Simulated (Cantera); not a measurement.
Feed: 1 mol FeS₂, 1.5 mol H₂S, 1.4 mol N₂, at 1823.15 K and 1 atm.

Equilibrium computed with Cantera from the NASA thermochemical tables; the gas is ideal and each condensed phase is pure. Candidate condensed phases: Fe, FeS, FeS₂, S; 16 gas species. FeS: taken at fixed stoichiometry. Kinetics and transport are ignored.

Base state: N₂ 0.359, H₂ 0.251, S₂ 0.251, H₂S 0.127, SH 0.0117, S 0.000444, H 0.000216 (mole fractions); condensed: FeS(l).

**Question.** What changes in the equilibrium state with this change: pressure from 1 atm to 0.0133 bar?

**Answer.** 
```tsv
species	before	after
N₂	0.359	0.339
H₂	0.251	0.335
S₂	0.251	0.284
H₂S	0.127	0.0206
SH	0.0117	0.0143
Fe	1.87e-6	0.00117
H	0.000216	0.00217
S	0.000444	0.00412
FeS(l), mol	1.000	0.995
```
